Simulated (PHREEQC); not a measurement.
1 kg of water holding 0.55 mol/kgw KHCO3, 0.064 mol/kgw K2CO3 and 0.0058 mol/kgw K2SO4 is evaporated at 30 °C; the solids stay in contact with the brine. CO2 from the air is kept out. The run lets Arcanite, Kalicinite, Misenite precipitate or redissolve, and no other solid.

All values are PHREEQC results (Pitzer model, pitzer.dat), not measurements.

```
water left (kg)  ionic strength  water activity  Kalicinite (mol)  Arcanite (mol)  S in solution (mol/kgw)
---------------  --------------  --------------  ----------------  --------------  -----------------------
1                         0.761           0.980                 0               0                  0.00580
0.8219                    0.925           0.975                 0               0                  0.00706
0.5552                     1.37           0.964                 0               0                   0.0104
0.4563                     1.67           0.957                 0               0                   0.0127
0.3082                     2.47           0.938                 0               0                   0.0188
0.2533                     3.00           0.925                 0               0                   0.0229
0.2082                     3.65           0.911                 0               0                   0.0279
0.1406                     4.35           0.899             0.148               0                   0.0412
0.1156                     4.60           0.897             0.228               0                   0.0502
0.095                      4.91           0.893             0.293               0                   0.0611
0.06416                    5.75           0.883             0.390               0                   0.0904
0.05273                    6.32           0.875             0.426               0                    0.110
0.04333                    6.93           0.865             0.455         0.00149                   0.0995
0.02928                    8.57           0.834             0.496         0.00405                   0.0599
0.02405                    9.72           0.810             0.511         0.00478                   0.0422
0.01625                    13.0           0.730             0.532         0.00554                   0.0161
0.01335                    15.3           0.668             0.538         0.00569                  0.00834
```

Kalicinite from water left = 0.1711 kg (pH 8.57); Arcanite from water left = 0.04333 kg (pH 9.53).
